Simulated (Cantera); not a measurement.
Charge: 1 mol PbCl2, 6.7 mol H2, held at 800 °C and 750 Torr.

Cantera equilibrium calculation (NASA polynomials, part measured and part estimated; ideal gas, pure solids and liquids). Candidate condensed phases: Pb, PbCl2; 10 gas species. The tables' values for PbCl4 are old estimates; treat these amounts as uncertain. Rates play no part.

Base state: H2 0.779, HCl 0.188, PbCl2 0.0251, PbCl4 0.00476, PbCl 0.00361, Pb 7.31e-5 (mole fractions); condensed: Pb(l).

Task: What changes in the equilibrium state with this change: pressure from 750 Torr to 0.608 Torr?

Result: 
```
species      before    after
----------  -------  -------
H2            0.779    0.722
HCl           0.188    0.158
PbCl        0.00361   0.0602
Pb          7.31e-5   0.0489
PbCl2        0.0251   0.0104
PbCl4       0.00476  1.23e-6
Pb(l), mol    0.743        0
```
